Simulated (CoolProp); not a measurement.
Aqueous potassium formate as a coolant, at 35 °C, 1 atm.

Computed with CoolProp (Melinder's fits for secondary coolants).

```
mass %  freezing point (°C)  cp (kJ/(kg K))  Prandtl number  conductivity (W/(m K))  density (kg/m³)
------  -------------------  --------------  --------------  ----------------------  ---------------
4.2                    -1.9           4.023            5.20                   0.611             1020
9.2                    -4.5           3.844            5.44                   0.600             1050
14.2                   -7.5           3.671            5.67                   0.590             1080
19.2                  -11.0           3.504            6.01                   0.581             1112
24.2                  -15.2           3.343            6.48                   0.571             1144
29.2                  -20.3           3.192            7.02                   0.561             1178
34.2                  -26.4           3.053            7.59                   0.550             1213
```
